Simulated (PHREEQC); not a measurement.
0.74 g of hydrous ferric oxide (600 m²/g; 0.2 weak and 0.005 strong sites per Fe, Dzombak-Morel constants, diffuse double layer) in 1 kg of water with 0.005 mol/kgw of an inert sodium salt and 0.061 mmol/kgw MgCl2, at 25 °C; the pH is set by adding NaOH or the inert anion's acid. O2 is buffered at 0.21 atm. CO2 from the air is kept out. Nothing may precipitate in this run.

Base run: PHREEQC, ion-association model, wateq4f.dat. Each further column changes one thing. The table gives surface charge σ (C/m²).

| pH | base | background salt from 0.005 to 0.0005 mol/kgw | oxide from 0.74 to 3.7 g/kgw | 0.0031 mol/kgw H3BO3 added |
|---|---|---|---|---|
| 3 | 0.308 | 0.258 | 0.321 | 0.307 |
| 4.33 | 0.151 | 0.086 | 0.162 | 0.151 |
| 5 | 0.092 | 0.046 | 0.097 | 0.092 |
| 5.67 | 0.052 | 0.023 | 0.054 | 0.052 |
| 7 | 0.013 | 0.005 | 0.013 | 0.013 |
| 8.33 | -0.001 | -0.001 | -0.002 | -0.002 |
| 9 | -0.009 | -0.003 | -0.009 | -0.009 |
| 9.67 | -0.020 | -0.008 | -0.022 | -0.024 |
| 11 | -0.077 | -0.048 | -0.085 | -0.089 |

The oxide is taken as insoluble; below pH 4 it would dissolve.
